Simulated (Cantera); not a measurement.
Feed: 1 mol FeS2, 1.7 mol SO2, 0.78 mol CO2, held at 1198.15 K and 1 atm.

These are equilibrium values from Cantera (NASA tables, ideal gas, pure condensed phases), not measurements of a reactor. Candidate condensed phases: C, Fe, Fe(CO)5, FeO, FeS, FeSO4, FeS2, Fe2O3, Fe2(SO4)3, Fe3O4, S; 25 gas species. FeS: taken at fixed stoichiometry. Gases not in the tables: S3 to S7. Rates play no part.

Base state: SO2 0.568, CO2 0.258, S2 0.159, S2O 0.0103, CO 0.00339, COS 0.000977, SO 0.000351 (mole fractions); condensed: FeS(s).

Problem. What changes in the equilibrium state with this change: temperature from 1198.15 K to 1400 K?

Solution. 
| species | before | after |
|---|---|---|
| SO2 | 0.568 | 0.571 |
| CO2 | 0.258 | 0.247 |
| S2 | 0.159 | 0.156 |
| CO | 0.00339 | 0.0138 |
| S2O | 0.0103 | 0.00960 |
| SO | 0.000351 | 0.00203 |
| COS | 0.000977 | 0.00109 |
| FeS(s), mol | 1.00 | 1.00 |

Problem. What changes in the equilibrium state with this change: CO2 from 0.78 to 0.042 mol?

Solution. 
```
species        before     after
-----------  --------  --------
SO2             0.568     0.754
S2              0.159     0.213
CO2             0.258    0.0185
S2O            0.0103    0.0147
CO            0.00339  0.000227
COS          0.000977   7.58e-5
SO           0.000351  0.000435
FeS(s), mol      1.00      1.00
```
